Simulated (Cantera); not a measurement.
Feed: 1 mol trisilylamine, 48 mol NH3, equilibrated at 25.5 Torr.

Method: chemical equilibrium by Gibbs-energy minimisation in Cantera with the NASA 1993 tables (ideal gas, pure condensed phases). Candidate condensed phases: Si, Si3N4; 18 gas species. The feed counts by its element totals alone. Kinetics and transport are ignored. All values below are at 1327 °C.

Base state: H2 0.772, N2 0.227, H 0.000259 (mole fractions); condensed: Si3N4(s).

What changes in the equilibrium state with this change: NH3 from 48 to 0.77 mol?


```tsv
species	before	after
H2	0.772	0.991
N2	0.227	0.00880
H	0.000259	0.000294
Si3N4(s), mol	1.000	0.417
Si(s), mol	0	1.75
```
Mutual solubility and eutectic melting of coexisting phases are not modelled.

What changes in the equilibrium state with this change: trisilylamine replaced by SiCl4?


| species | before | after |
|---|---|---|
| H2 | 0.772 | 0.719 |
| N2 | 0.227 | 0.240 |
| HCl | 0 | 0.0394 |
| SiCl2 | 0 | 0.000820 |
| Cl | 0 | 1.08e-5 |
| H | 0.000259 | 0.000250 |
| Si3N4(s), mol | 1.000 | 0.306 |
Further candidate phases: NH4Cl.
